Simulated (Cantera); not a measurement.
A closed system holds: 1 mol C₃H₈, 37 mol H₂, equilibrated at 0.133 bar.

Method: chemical equilibrium by Gibbs-energy minimisation in Cantera with the NASA 1993 tables (ideal gas, pure condensed phases). Candidate condensed phases: C, C₆H₆, C₇H₈, C₈H₁₈; 76 gas species. Kinetics and transport are ignored.

Question: Which condensed phases are stable at each of these points (T (°C)): 427, 477, 527, 577, 627, 677, 727, 777, 827, 877, 927, 977, 1027, 1077?

Answer: 
```
T (°C)  condensed phases  C condensed (%)
------  ----------------  ---------------
427             gas only              0.0
477             gas only              0.0
527             gas only              0.0
577          C(graphite)              8.8
627          C(graphite)             49.4
677          C(graphite)             71.4
727          C(graphite)             83.2
777          C(graphite)             89.8
827          C(graphite)             93.6
877          C(graphite)             95.8
927          C(graphite)             97.1
977          C(graphite)             98.0
1027         C(graphite)             98.6
1077         C(graphite)             98.9
```

From 427 °C to 527 °C nothing is condensed. From 577 °C to 1077 °C the condensed part is C(graphite).
